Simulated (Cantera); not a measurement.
An adiabatic, constant-volume homogeneous reactor starts with 25.9 % H2, 13.6 % O2, 51.2 % N2, 9.31 % H2O, at 1125 K and 3.00 bar.

Detailed kinetics in Cantera: the H2/O2 subset of GRI-Mech 3.0, which has no nitrogen chemistry. The hydrogen kinetics of GRI-Mech 3.0 are dated; newer H2 mechanisms differ, most at raised pressure.

x: mole fraction; the columns are a selection and need not sum to one.

```
t (s)     T (K)  P (bar)    x H2    x O2   x H2O       x O    x H2O2      x H     x HO2
--------  -----  -------  ------  ------  ------  --------  --------  -------  --------
5.00e-6    1125     3.00   0.259   0.136  0.0931  5.21e-10  1.07e-10      ___   2.20e-8
2.26e-5    1125     3.00   0.259   0.136  0.0931  9.62e-10   3.85e-9      ___   1.72e-7
0.000103   1125     3.00   0.259   0.136  0.0931   2.99e-9   1.20e-7      ___   1.41e-6
0.000464   1134     3.02   0.258   0.135  0.0941   2.81e-6  0.000115      ___  0.000216
0.00210    2862     6.83  0.0291  0.0161   0.349   0.00337   1.61e-6  0.00666   1.43e-5
0.00952    2862     6.83  0.0291  0.0161   0.349   0.00337   1.61e-6  0.00666   1.43e-5
0.0431     2862     6.83  0.0291  0.0161   0.349   0.00337   1.61e-6  0.00666   1.43e-5
0.195      2862     6.83  0.0291  0.0161   0.349   0.00337   1.61e-6  0.00666   1.43e-5
0.883      2862     6.83  0.0291  0.0161   0.349   0.00337   1.61e-6  0.00666   1.43e-5
4.00       2862     6.83  0.0291  0.0161   0.349   0.00337   1.61e-6  0.00666   1.43e-5
```

**Question.** Some entries are withheld; supply them.

**Answer.** 
- 5.00e-6, x H: 3.62e-9
- 2.26e-5, x H: 6.47e-9
- 0.000103, x H: 2.01e-8
- 0.000464, x H: 1.90e-5
